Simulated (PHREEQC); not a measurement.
A solution holds 0.25 mol/kgw CdSO4, 0.069 mol/kgw H3BO3 and 0.0009 mol/kgw FeSO4, at 25 °C. Closed to the air; pH follows from the charge balance.

All values are PHREEQC results (ion-association model, phreeqc.dat), not measurements.

```csv
quantity,before,after
pH,5.31,5.15
ionic strength (mol/kgw),0.421,0.421
SO4-2 (mol/kgw),0.0557,0.0623
Fe+2 (mol/kgw),0.000593,0.000432
FeSO4 (mol/kgw),0.000307,0.000468
H2BO3- (mol/kgw),1.23e-5,2.36e-5
SI of Melanterite (FeSO4:7H2O),-3.53,-4.29
```

Question: Which change was made?
A. CdSO4 left out
B. CdSO4 from 0.25 to 0.275 mol/kgw
C. temperature from 25 to 55 °C
D. temperature from 25 to 90 °C
E. diluted 5-fold with water

Answer: D, temperature from 25 to 90 °C

This is a speciation only: nothing precipitates in the calculation. Constants without temperature data keep their 25 °C values here.
